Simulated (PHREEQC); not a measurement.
Dissolve 0.0091 mol CdCl2 per kg of water at 25 °C. Closed to the air; pH follows from the charge balance.

Computed with PHREEQC (ion-association model, phreeqc.dat).

Task: The ionic strength comes out as 0.0190 mol/kgw. What activity coefficients do H+, CdCl3-, Cl-, Cd+2, CdCl+ get?

Result: H+ 0.89, CdCl3- 0.87, Cl- 0.87, Cd+2 0.58, CdCl+ 0.87.

Precipitation was switched off in this run.
